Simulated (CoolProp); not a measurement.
n-perfluorohexane along the isotherm 450 K: Z from the reference equation and from simpler models built on Tc = 448.0 K, pc = 1.742 MPa, ω = 0.497; each cubic takes its own stable root.

The numbers come from the reference Helmholtz-energy equation of state, Gao 2022 in CoolProp.

```
p (MPa)          phase  reference
-------  -------------  ---------
0.00826            gas     0.9984
0.0133             gas     0.9974
0.0216             gas     0.9957
0.0348             gas     0.9931
0.0563             gas     0.9888
0.0909             gas     0.9818
0.147              gas     0.9703
0.237              gas     0.9514
0.383              gas     0.9196
0.619              gas     0.8645
1                  gas     0.7621
1.62               gas     0.5097
2.61     supercritical     0.2294
```

### Question
How far does each simpler model (Redlich-Kwong, Soave-Redlich-Kwong) lie from the reference over these 13 states: mean and median of the absolute difference, and the worst?

### Answer
- Redlich-Kwong: mean 2.8 %, median 0.1 %, worst +27.0 % at 450 K and 2.61 MPa
- Soave-Redlich-Kwong: mean 2.9 %, median 0.1 %, worst +27.9 % at 450 K and 2.61 MPa
